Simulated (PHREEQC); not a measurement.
Solution (30 °C): 0.04 mol ZnSO4, 0.069 mol NaCl and 0.077 mol HCl per kg of water. Closed to the air; pH follows from the charge balance.

The numbers come from PHREEQC with the ion-association model, wateq4f.dat.

Precipitation was switched off in this run.

**Question.** What pH does the model give?

**Answer.** pH 1.35.

**Question.** In which forms is Zn present?

**Answer.** Zn+2 72 %, ZnSO4 16 %, ZnCl+ 10 %, Zn(SO4)2-2 1.3 %, ZnCl2 0.7 % of the Zn.
